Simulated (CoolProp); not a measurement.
Saturation properties of nitrogen (Tc = 126.2 K, pc = 3396 kPa, ω = 0.037).

Computed with CoolProp (reference Helmholtz-energy equation of state, Span 2000).

```
T (K)  p (kPa)  vapour density (kg/m³)  enthalpy of vaporisation (kJ/kg)  liquid cp (kJ/(kg K))  liquid viscosity (µPa s)
-----  -------  ----------------------  --------------------------------  ---------------------  ------------------------
76       86.10                   3.969                             200.9                  2.035                       170
79.7     132.4                   5.906                             196.1                  2.054                       147
83.4     195.5                   8.481                             190.9                  2.078                       128
87.1     278.8                   11.82                             185.3                  2.110                       113
90.8     385.8                   16.09                             179.1                  2.151                       100
94.5     520.1                   21.45                             172.4                  2.204                      89.4
98.1     680.5                   27.94                             165.1                  2.273                      80.2
101.8    879.8                   36.21                             156.8                  2.368                      71.8
105.5     1118                   46.48                             147.5                  2.500                      64.3
109.2     1399                   59.37                             136.8                  2.690                      57.4
112.9     1728                   75.80                             124.4                  2.987                      50.9
116.6     2109                   97.47                             109.4                  3.505                      44.5
120.2     2536                   127.1                             90.86                  4.601                      38.0
```

It boils at 77.4 K under 1 atm.

Viscosity comes from a separate model (Lemmon 2004).
